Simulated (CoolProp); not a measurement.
Saturated liquid density (kg/m³) of R1234ze(Z): the reference equation beside estimates from Tc = 423.3 K, pc = 35.31 bar, ω = 0.327. Rackett uses Z = 0.29056 − 0.08775 ω.

Values from CoolProp's reference Helmholtz-energy equation of state, Akasaka 2019.

| T (K) | reference | Rackett | van der Waals | Redlich-Kwong | Soave-Redlich-Kwong | Peng-Robinson |
|---|---|---|---|---|---|---|
| 326.9 | 1143 | 1051 | 608.7 | 867.4 | 920.5 | 1044 |
| 332.2 | 1127 | 1036 | 600.2 | 852.3 | 905.4 | 1027 |
| 337.6 | 1110 | 1021 | 591.4 | 836.3 | 889.4 | 1009 |
| 342.9 | 1093 | 1005 | 582.4 | 820.1 | 873.0 | 990.9 |
| 348.3 | 1074 | 989.1 | 572.8 | 802.9 | 855.5 | 971.1 |
| 353.6 | 1056 | 972.5 | 563.2 | 785.4 | 837.5 | 950.7 |
| 359 | 1036 | 954.9 | 552.9 | 766.9 | 818.2 | 928.8 |
| 364.3 | 1016 | 936.9 | 542.3 | 748.0 | 798.3 | 906.0 |
| 369.7 | 994.8 | 917.8 | 531.1 | 727.7 | 776.9 | 881.4 |
| 375 | 972.6 | 898.0 | 519.5 | 706.9 | 754.6 | 855.7 |
| 380.3 | 949.0 | 877.1 | 507.2 | 684.9 | 730.8 | 828.2 |
| 385.7 | 923.4 | 854.4 | 493.8 | 661.2 | 704.9 | 798.1 |
| 391 | 896.1 | 830.4 | 479.8 | 636.2 | 677.5 | 766.1 |

Absolute difference from the reference over all 13 rows, mean and median: Rackett 7.8 and 7.8 %, van der Waals 46.6 and 46.6 %, Redlich-Kwong 26.2 and 26.0 %, Soave-Redlich-Kwong 21.4 and 21.0 %, Peng-Robinson 10.8 and 10.3 %.
